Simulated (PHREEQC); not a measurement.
Dissolve 1.6 mmol/kgw NiSO4 and 16 mmol/kgw MnSO4 at 25 °C. Closed to the air; pH follows from the charge balance.

All values are PHREEQC results (ion-association model, wateq4f.dat), not measurements.

This is a speciation only: nothing precipitates in the calculation.

Question: What pH does the model give?

Answer: pH 6.42.

Question: In which forms is S present?

Answer: SO4-2 68 %, MnSO4 29 %, NiSO4 3.0 % of the S.

Complexes and solids missing from the database can't appear.
